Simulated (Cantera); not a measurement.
An adiabatic, constant-pressure homogeneous reactor starts with CH₄ : O₂ : N₂ = 1 : 1.82 : 6.84 (molar parts), equivalence ratio 1.1, at 1075 K and 1700000 Pa. Integrator tolerance rtol = 1e-08.

Detailed kinetics in Cantera: GRI-Mech 3.0 (53 species, 325 reactions). The pressure lies above the range GRI-Mech 3.0 was tuned for (to about 10 atm).

**Question.** What does this change do: pressure from 1700000 Pa to 1000000 Pa?

**Answer.** 
| quantity | before | after |
|---|---|---|
| time of steepest temperature rise | 14.4 ms | 26.3 ms |
| temperature at 0.700 s | 2724 K | 2702 K |
| equilibrium temperature | 2724 K | 2702 K |
| x(CH₄) at 0.700 s | <1e-12 (gas-phase equilibrium <1e-12) | <1e-12 (gas-phase equilibrium <1e-12) |
| x(O₂) at 0.700 s | 0.00271 (gas-phase equilibrium 0.00271) | 0.00340 (gas-phase equilibrium 0.00340) |
| x(CO₂) at 0.700 s | 0.0667 (gas-phase equilibrium 0.0667) | 0.0653 (gas-phase equilibrium 0.0653) |
| x(N₂O) at 0.700 s | 7.55e-7 (gas-phase equilibrium 7.55e-7) | 6.26e-7 (gas-phase equilibrium 6.26e-7) |
| x(H₂O₂) at 0.700 s | 4.32e-7 (gas-phase equilibrium 4.32e-7) | 3.53e-7 (gas-phase equilibrium 3.53e-7) |
